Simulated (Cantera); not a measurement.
Charge: 1 mol SiHCl3, 0.17 mol HCl, 60 mol H2, equilibrated at 2202 °C and 100 Torr.

These are equilibrium values from Cantera (NASA tables, ideal gas, pure condensed phases), not measurements of a reactor. Candidate condensed phases: Si; 19 gas species. The tables' values for SiCl are old estimates; treat these amounts as uncertain. Gases not in the tables: Si2H6 and higher silanes. Kinetics and transport are ignored.

Base state: H2 0.881, H 0.0579, HCl 0.0434, Si 0.0116, Cl 0.00202, SiCl2 0.00126, SiH 0.00109, SiCl 0.000907 (mole fractions); condensed: gas only.

Problem. What changes in the equilibrium state with this change: HCl from 0.17 to 0.92 mol?

Solution. 
```csv
species,before,after
H2,0.881,0.872
H,0.0579,0.0575
HCl,0.0434,0.0526
Si,0.0116,0.0109
SiCl2,0.00126,0.00176
Cl,0.00202,0.00246
SiCl,0.000907,0.00104
Si2,0.000117,0.000103
```

Problem. What changes in the equilibrium state with this change: temperature from 2202 °C to 1677 °C?

Solution. 
| species | before | after |
|---|---|---|
| H2 | 0.881 | 0.950 |
| HCl | 0.0434 | 0.0414 |
| SiCl2 | 0.00126 | 0.00459 |
| H | 0.0579 | 0.00306 |
| Si | 0.0116 | 0.000179 |
| Si2 | 0.000117 | 1.64e-6 |
| SiH | 0.00109 | 4.86e-5 |
| Cl | 0.00202 | 0.000100 |
| SiCl3 | 1.28e-6 | 1.96e-5 |
| Si(l), mol | 0 | 0.687 |
The tables' values for SiCl, SiCl3 are old estimates; treat these amounts as uncertain.
